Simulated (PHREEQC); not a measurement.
Metal-bearing waste water

Make-up at 25 °C: 0.0038 mol/kgw Pb(NO3)2, 0.028 mol/kgw CaCl2, 0.001 mol/kgw H2SO4 and 0.22 mol/kgw NaCl. Closed to the air; pH follows from the charge balance.

All values are PHREEQC results (ion-association model, wateq4f.dat), not measurements.

Precipitation was switched off in this run.

Question: What pH, activity of water does the model give?

Answer: pH 2.81; activity of water 0.991.

Question: In which forms is S present?

Answer: SO4-2 58 %, CaSO4 21 %, NaSO4- 16 %, HSO4- 3.1 %, PbSO4 1.8 % of the S.

The solution is supersaturated, for example in Anglesite, so a real one may precipitate; this is no full list. Species that the database lacks are ignored.
